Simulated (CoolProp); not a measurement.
Vapour-liquid equilibrium of hydrogen sulfide (1) + toluene (2) at 48.35 °C; x and y are mole fractions of (1).

Model: multi-fluid Helmholtz-energy mixture model, Lemmon 2006 and Lemmon 2006; pair parameters Bell 2016, in CoolProp.

```
x      bubble pressure, mixture model (kPa)  bubble pressure, Raoult's law (kPa)  y, mixture model  y, Raoult's law
-----  ------------------------------------  -----------------------------------  ----------------  ---------------
0.05                                  171.5                                182.4             0.933            0.940
0.125                                 381.6                                438.9             0.970            0.977
0.2                                   574.3                                695.3             0.980            0.987
0.275                                 763.9                                951.8             0.986            0.991
0.35                                  960.2                                 1208             0.989            0.994
0.425                                  1170                                 1465             0.991            0.996
0.5                                    1398                                 1721             0.993            0.997
0.575                                  1647                                 1978             0.995            0.998
0.65                                   1918                                 2234             0.996            0.998
0.725                                  2210                                 2491             0.997            0.999
0.8                                    2521                                 2747             0.998            0.999
0.875                                  2848                                 3003             0.999            1.000
0.95                                   3190                                 3260             0.999            1.000
```

The largest gap from Raoult's law is -20.5 % in bubble pressure, at x = 0.35. No azeotrope shows between x = 0.05 and 0.95.

Pair parameters are fitted to limited data, so mixtures are less certain than the pure fluids.
